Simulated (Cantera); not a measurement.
## Hydrogen reduction and annealing atmospheres: V2O3 + H2 + N2

Charge: 1 mol V2O3, 0.99 mol H2, 10 mol N2, at 133 Pa.

Method: chemical equilibrium by Gibbs-energy minimisation in Cantera with the NASA 1993 tables (ideal gas, pure condensed phases). Candidate condensed phases: H2O, V, VN, VO, V2O3, V2O4, V2O5; 28 gas species. Mutual solubility and eutectic melting of coexisting phases are not modelled. VN, VO: taken at fixed stoichiometry. Condensed phases not in the tables: the oxides between V2O3 and V2O5 other than VO2, solid solutions among these carbides, nitrides and lower oxides, V2N. Kinetics and transport are ignored.

```tsv
T (K)	log p N2	log p H2	log p VO2	log p H	n VN(s)	n V2O3(s)	n VO(s)	n VO(l)
1225	-2.92	-3.92	-13.44	-8.47	0.000671	1.000	0	0
1325	-2.92	-3.92	-11.85	-7.75	0	0.999	0.00240	0
1425	-2.92	-3.92	-10.38	-7.13	0	0.998	0.00465	0
1525	-2.92	-3.92	-9.11	-6.59	0	0.996	0.00825	0
1625	-2.92	-3.92	-8.00	-6.11	0	0.993	0.0137	0
1725	-2.92	-3.93	-7.03	-5.70	0	0.989	0.0217	0
1825	-2.92	-3.94	-6.17	-5.32	0	0.979	0.0356	0
1925	-2.92	-3.95	-5.40	-5.00	0	0.946	0.0708	0
2025	-2.93	-3.98	-4.72	-4.71	0	0.809	0.195	0
2125	-2.96	-4.06	-4.06	-4.47	0	0.168	0	0.774
```
log p: log10 of the partial pressure in bar; n: condensed amount in mol.

At 1225 K the condensed part is VN(s) + V2O3(s). From 1325 K to 2025 K the condensed part is VO(s) + V2O3(s). At 2125 K the condensed part is VO(l) + V2O3(s).
